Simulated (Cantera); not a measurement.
A jet of 6.95 % CH₄, 12.3 % O₂, 80.8 % N₂ at 300 K and 0.0227 atm hits a platinum plate 8.5 cm away at a mass flux of 0.077 kg/m²/s; the plate temperature is set and raised in steps from an oxygen-covered start.

Cantera simulation using Deutschmann's 1995 Pt surface mechanism with GRI-Mech 3.0 gas chemistry; the numbers are that mechanism's predictions, not measurements. Catalytic surfaces can have several steady states; this one follows from the mechanism file's or the stated starting coverage.

One state of this run: wall x CH₄ = 0.0116; wall x O₂ = 0.00782; wall x H₂O = 0.104; wall x OH = 9.59e-7; wall x CO = 0.0146; wall x CO₂ = 0.0541; θ free Pt = 0.998; θ O* = 0.000651; θ CO* = 0.000875. x: mole fraction at the wall; θ: surface coverage.

Question: Which value of plate T (K) does it belong to?
A) 1200
B) 1250
C) 900
D) 1050

Answer: B, 1250
